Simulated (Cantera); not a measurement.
**Adiabatic ignition**

An adiabatic, constant-pressure homogeneous reactor starts with CO : H₂ : O₂ : N₂ = 1 : 0.18 : 0.983 : 3.7 (molar parts), equivalence ratio 0.60, at 1250 K and 3750 Torr.

Cantera simulation using GRI-Mech 3.0 (53 species, 325 reactions); the numbers are that mechanism's predictions, not measurements. The hydrogen kinetics of GRI-Mech 3.0 are dated; newer H2 mechanisms differ, most at raised pressure.

```csv
t (s),T (K),x CO,x H₂,x O₂,x CO₂,x NO,x N₂O,x OH
3.00e-6,1250,0.171,0.0307,0.168,1.37e-7,<1e-12,<1e-12,3.25e-8
8.23e-6,1250,0.171,0.0307,0.168,5.05e-6,<1e-12,3.12e-11,1.13e-6
2.26e-5,1528,0.149,0.00384,0.141,0.0245,1.43e-6,2.93e-7,0.00303
6.20e-5,2395,0.0384,0.00110,0.0865,0.146,0.000162,1.97e-6,0.00778
0.000170,2579,0.0192,0.000521,0.0799,0.168,0.000752,1.72e-6,0.00593
0.000468,2598,0.0167,0.000458,0.0784,0.171,0.00219,1.62e-6,0.00560
0.00128,2593,0.0165,0.000454,0.0767,0.171,0.00548,1.62e-6,0.00550
0.00352,2585,0.0162,0.000447,0.0740,0.171,0.0107,1.64e-6,0.00534
0.00967,2580,0.0160,0.000443,0.0723,0.172,0.0141,1.68e-6,0.00523
0.0265,2580,0.0160,0.000443,0.0721,0.172,0.0145,1.68e-6,0.00522
0.0729,2580,0.0160,0.000443,0.0721,0.172,0.0145,1.68e-6,0.00522
0.200,2580,0.0160,0.000443,0.0721,0.172,0.0145,1.68e-6,0.00522
```
x: mole fraction; the columns are a selection and need not sum to one.

| Item | Result |
|---|---|
| time of steepest temperature rise | 21.5 µs |
| temperature at 0.200 s | 2580 K |
| equilibrium temperature | 2580 K |
| x(CO) at 0.200 s | 0.0160 (gas-phase equilibrium 0.0160) |
| x(H₂) at 0.200 s | 0.000443 (gas-phase equilibrium 0.000443) |
| x(O₂) at 0.200 s | 0.0721 (gas-phase equilibrium 0.0721) |
